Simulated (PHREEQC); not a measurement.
Solution (89 °C): 0.0079 mol Ag2SO4 and 0.00099 mol HNO3 per kg of water. Closed to the air; pH follows from the charge balance.

Computed with PHREEQC (ion-association model, wateq4f.dat).

Task: The ionic strength comes out as 0.0207 mol/kgw. What activity coefficients do HSO4-, AgSO4-, Ag+, SO4-2, H+ get?

Result: HSO4- 0.85, AgSO4- 0.85, Ag+ 0.85, SO4-2 0.54, H+ 0.87.

Precipitation was switched off in this run. At this temperature some constants are extrapolated from 25 °C, and those without enthalpy data are left unchanged.
